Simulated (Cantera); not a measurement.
Input (Python, Cantera) and output of one run.

```python
import numpy as np
import cantera as ct

gas_names = """
    O2 Br2
""".split()
cond_names = """
    Ca(L) CaBr2(L) CaO(s)
""".split()


# ... load() reads the species with a 1 bar reference pressure and builds the phases ...
species = {s.name: s for s in load("nasa_gas.yaml", gas_names) + load("nasa_condensed.yaml", cond_names)}
T = 1375
g = {n: (s.thermo.h(T) - T * s.thermo.s(T)) / (ct.gas_constant * T * np.log(10)) for n, s in species.items()}
valid = cond_names  # the entries whose range holds T


def stable(la, lb):
    # potentials (over RT ln 10) of the two non-metals from log10 p(O2) and log10 p(Br2) in bar
    mu = {}
    mu["O"] = (g["O2"] + la) / 2
    mu["Br"] = (g["Br2"] + lb) / 2
    cost = {}
    for n in valid:
        c = species[n].composition
        cost[n] = (g[n] - sum(c.get(e, 0) * m for e, m in mu.items())) / c["Ca"]
    return min(cost, key=cost.get)


results = []
for lb in [0, -0.9, -1.8, -2.8, -3.7, -4.6, -5.5, -6.5, -7.4, -8.3, -9.2, -10.2, -11.1, -12]:
    row = [stable(la, lb) for la in [-32, -30.4, -28.9, -27.3, -25.7, -24.1, -22.6, -21, -19.4, -17.9, -16.3, -14.7, -13.1, -11.6, -10, -8.4, -6.9, -5.3, -3.7, -2.1, -0.6, 1]]
    results.append(row)
    print(f"{lb:6.1f}  " + " ".join(f"{valid.index(n):x}" for n in row))
print("key: " + ", ".join(f"{i:x} {n}" for i, n in enumerate(valid)))
```

Result:

```
   0.0  1 1 1 1 1 1 1 1 1 1 1 1 1 1 1 1 1 1 1 1 1 1
  -0.9  1 1 1 1 1 1 1 1 1 1 1 1 1 1 1 1 1 1 1 1 1 2
  -1.8  1 1 1 1 1 1 1 1 1 1 1 1 1 1 1 1 1 1 1 1 2 2
  -2.8  1 1 1 1 1 1 1 1 1 1 1 1 1 1 1 1 1 1 1 2 2 2
  -3.7  1 1 1 1 1 1 1 1 1 1 1 1 1 1 1 1 1 1 2 2 2 2
  -4.6  1 1 1 1 1 1 1 1 1 1 1 1 1 1 1 1 1 2 2 2 2 2
  -5.5  1 1 1 1 1 1 1 1 1 1 1 1 1 1 1 2 2 2 2 2 2 2
  -6.5  1 1 1 1 1 1 1 1 1 1 1 1 1 1 2 2 2 2 2 2 2 2
  -7.4  1 1 1 1 1 1 1 1 1 1 1 1 1 2 2 2 2 2 2 2 2 2
  -8.3  1 1 1 1 1 1 1 1 1 1 1 1 2 2 2 2 2 2 2 2 2 2
  -9.2  1 1 1 1 1 1 1 1 1 1 1 2 2 2 2 2 2 2 2 2 2 2
 -10.2  1 1 1 1 1 1 1 1 1 2 2 2 2 2 2 2 2 2 2 2 2 2
 -11.1  1 1 1 1 1 1 1 1 2 2 2 2 2 2 2 2 2 2 2 2 2 2
 -12.0  1 1 1 1 1 1 1 2 2 2 2 2 2 2 2 2 2 2 2 2 2 2
key: 0 Ca(L), 1 CaBr2(L), 2 CaO(s)
```

Standard-state values (1 bar) from the NASA 1993 polynomials, evaluated with Cantera. Not in the tables: oxide halides.
